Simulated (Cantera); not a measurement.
Feed: 1 mol CF4, 0.06 mol HCl, 8.8 mol H2, equilibrated at 825 K and 62.3 Torr.

Method: chemical equilibrium by Gibbs-energy minimisation in Cantera with the NASA 1993 tables (ideal gas, pure condensed phases). Rates play no part.

```csv
species,before,after
H2,0.590,0.479
HF,0.378,0.337
H,<1e-9,0.164
C2H2 (acetylene),<1e-9,0.0135
CH4,0.0262,1.99e-6
Cl,<1e-9,0.000972
C2H,<1e-9,0.000536
F,<1e-9,0.000437
C3,<1e-9,0.000203
C4H2,<1e-9,0.000158
C,<1e-9,4.55e-5
"C(graphite), mol",0.723,0.651
```
Gas species are given as mole fractions.

Q: What was changed between the two runs?
A. temperature from 825 K to 2750 K
B. temperature from 825 K to 1025 K
C. H2 from 8.8 to 0.25 mol
D. temperature from 825 K to 1498.15 K

A: A, temperature from 825 K to 2750 K
